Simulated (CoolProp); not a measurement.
Values from CoolProp's reference Helmholtz-energy equation of state, Gao 2022.

### Question
For n-perfluorobutane, give the phase and the cv (kJ/(kg K)), speed of sound (m/s), Joule-Thomson coefficient (K/MPa) at 359.5 K and 0.0648 MPa; 214.6 K and 0.45 MPa.

### Answer
- 359.5 K and 0.0648 MPa: gas; cv 0.888, speed of sound 113, Joule-Thomson coefficient 8.34
- 214.6 K and 0.45 MPa: liquid; cv 0.786, speed of sound 653, Joule-Thomson coefficient -0.317
